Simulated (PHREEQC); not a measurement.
Dissolve 90 mmol/kgw HF at 25 °C. Closed to the air; pH follows from the charge balance.

The numbers come from PHREEQC with the ion-association model, phreeqc.dat.

Each row changes one thing in this solution. No solid was allowed to form.

```csv
case,pH,ionic strength (mol/kgw),HF (mol/kgw),F- (mol/kgw),HF2- (mol/kgw)
as made,2.08,0.00910,0.0788,0.00699,0.00211
0.12 mol/kgw Na2SO4 added,2.32,0.306,0.0668,0.0148,0.00374
temperature from 25 to 50 °C,2.17,0.00737,0.0807,0.00546,0.00191
diluted 2-fold with water,2.26,0.00586,0.0384,0.00511,0.000753
HF from 0.09 to 0.045 mol/kgw,2.26,0.00586,0.0384,0.00511,0.000753
HF from 0.09 to 0.009 mol/kgw,2.67,0.00225,0.00669,0.00219,5.64e-5
diluted 10-fold with water,2.67,0.00225,0.00669,0.00219,5.64e-5
0.001 mol/kgw Ca(OH)2 added,2.13,0.0111,0.0775,0.00782,0.00233
HF from 0.09 to 0.9 mol/kgw,1.32,0.0568,0.800,0.0140,0.0429
```

Some of these states are supersaturated (in Fluorite, for instance). Constants without temperature data keep their 25 °C values here.
